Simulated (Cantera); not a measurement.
A closed system holds: 1 mol SiH4, 2.3 mol HCl, 420 mol H2, 0.23 mol Cl2, equilibrated at 0.460 bar.

These are equilibrium values from Cantera (NASA tables, ideal gas, pure condensed phases), not measurements of a reactor. Candidate condensed phases: Si; 19 gas species. Gases not in the tables: Si2H6 and higher silanes. Kinetics and transport are ignored.

### Question
Which condensed phases are stable at each of these points (T (K)): 998, 1098, 1198, 1298, 1398, 1498, 1598, 1698, 1798?

### Answer
```
T (K)  condensed phases  Si condensed (%)
-----  ----------------  ----------------
998               Si(s)              56.4
1098              Si(s)              81.0
1198              Si(s)              92.0
1298              Si(s)              94.3
1398              Si(s)              94.6
1498              Si(s)              94.3
1598              Si(s)              93.9
1698              Si(l)              93.2
1798              Si(l)              92.9
```

From 998 K to 1598 K the condensed part is Si(s). From 1698 K to 1798 K the condensed part is Si(l).
